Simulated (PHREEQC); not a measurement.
Synthetic water in mmol/kgw, 55 °C, pH 3.25:

```csv
constituent,mmol/kgw
Na,85.6
K,1.64
Ca,1.24
Mg,7.44
Cl,7.94
S(6),51.7
```

Valence states are taken as typed.

All values are PHREEQC results (Pitzer model, pitzer.dat), not measurements.

Problem. The ionic strength comes out as 0.166 mol/kgw. What activity coefficients do Na+, SO4-2, H+, HSO4-, Mg+2 get?

Solution. Na+ 0.72, SO4-2 0.25, H+ 0.68, HSO4- 0.72, Mg+2 0.19. Single-ion values are on the MacInnes scale.

No solid was allowed to form. Complexes and solids missing from the database can't appear. At this temperature some constants are extrapolated from 25 °C, and those without enthalpy data are left unchanged.
